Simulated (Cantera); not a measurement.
Gas-phase reforming

An isothermal, constant-pressure homogeneous reactor starts with 39.8 % CH4, 16.3 % H2O, 43.8 % H2, at 1875 K and 100000 Pa.

Cantera simulation using GRI-Mech 3.0 (53 species, 325 reactions); the numbers are that mechanism's predictions, not measurements. GRI-Mech 3.0 stops at C3 and has no aromatics, soot or wall deposition, so with more carbon than oxygen in the feed, carbon stays in small species such as C2H2 where larger ones or solid carbon would form.

```json
[
 {"t (s)": "2.00e-5", "x CH4": "0.393", "x H2O": "0.163", "x H2": "0.440", "x CH2": "1.21e-6", "x CH2CO": "3.69e-10"},
 {"t (s)": "0.000105", "x CH4": "0.360", "x H2O": "0.160", "x H2": "0.462", "x CH2": "2.95e-6", "x CH2CO": "9.20e-7"},
 {"t (s)": "0.000550", "x CH4": "0.239", "x H2O": "0.145", "x H2": "0.556", "x CH2": "2.16e-6", "x CH2CO": "1.80e-5"},
 {"t (s)": "0.00288", "x CH4": "0.0897", "x H2O": "0.123", "x H2": "0.674", "x CH2": "1.14e-6", "x CH2CO": "3.27e-5"},
 {"t (s)": "0.0151", "x CH4": "0.0255", "x H2O": "0.0989", "x H2": "0.735", "x CH2": "5.37e-7", "x CH2CO": "2.99e-5"},
 {"t (s)": "0.0793", "x CH4": "0.0141", "x H2O": "0.0490", "x H2": "0.777", "x CH2": "2.73e-7", "x CH2CO": "1.21e-5"},
 {"t (s)": "0.416", "x CH4": "0.00753", "x H2O": "0.00437", "x H2": "0.811", "x CH2": "1.03e-7", "x CH2CO": "1.00e-6"},
 {"t (s)": "2.18", "x CH4": "0.00666", "x H2O": "1.10e-6", "x H2": "0.815", "x CH2": "8.49e-8", "x CH2CO": "1.79e-7"},
 {"t (s)": "11.4", "x CH4": "0.00666", "x H2O": "1.01e-6", "x H2": "0.815", "x CH2": "8.49e-8", "x CH2CO": "1.79e-7"},
 {"t (s)": "60.0", "x CH4": "0.00666", "x H2O": "1.01e-6", "x H2": "0.815", "x CH2": "8.49e-8", "x CH2CO": "1.79e-7"}
]
```
x: mole fraction; the columns are a selection and need not sum to one.

Equilibrium at this temperature and pressure: CH4 0.00666, H2O 1.02e-6, H2 0.815, CH2 8.49e-8, CH2CO 1.79e-7 (gas phase only).
